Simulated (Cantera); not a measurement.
An isothermal, constant-pressure homogeneous reactor starts with C2H6 : H2 = 1 : 85 (molar parts), at 1650 K and 105 Torr. Integrator tolerance rtol = 1e-08.

Computed with Cantera and GRI-Mech 3.0 (53 species, 325 reactions). GRI-Mech 3.0 stops at C3 and has no aromatics, soot or wall deposition, so with more carbon than oxygen in the feed, carbon stays in small species such as C2H2 where larger ones or solid carbon would form.

Q: What does this change do: pressure from 105 Torr to 0.510 Torr?

A: 
| quantity | before | after |
|---|---|---|
| x(C2H6) at 200 s | 4.19e-8 (gas-phase equilibrium 4.19e-8) | 9.14e-10 (gas-phase equilibrium 1.12e-12) |
| x(H2) at 200 s | 0.987 (gas-phase equilibrium 0.987) | 0.985 (gas-phase equilibrium 0.985) |
| x(C2H4) at 200 s | 9.92e-5 (gas-phase equilibrium 9.92e-5) | 6.31e-7 (gas-phase equilibrium 5.48e-7) |
| x(H) at 200 s | 0.000243 (gas-phase equilibrium 0.000243) | 0.00293 (gas-phase equilibrium 0.00348) |
| x(CH2) at 200 s | 3.23e-9 (gas-phase equilibrium 3.23e-9) | 8.76e-8 (gas-phase equilibrium 3.44e-9) |
| x(CH3) at 200 s | 1.33e-5 (gas-phase equilibrium 1.33e-5) | 3.03e-5 (gas-phase equilibrium 9.91e-7) |
| x(C2H2) at 200 s | 0.00995 (gas-phase equilibrium 0.00995) | 0.0111 (gas-phase equilibrium 0.0113) |
Radical loss at walls, strong at low pressure, is not modelled.
